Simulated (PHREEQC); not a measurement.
Dissolve 3.2 mmol/kgw HCl and 15.4 mmol/kgw ZnSO4 at 25 °C. Closed to the air; pH follows from the charge balance.

The numbers come from PHREEQC with the ion-association model, phreeqc.dat.

No solid was allowed to form.

Question: What pH does the model give?

Answer: pH 2.72.

Question: In which forms is Cl present?

Answer: Cl- 99 %, ZnCl+ 1.3 % of the Cl.
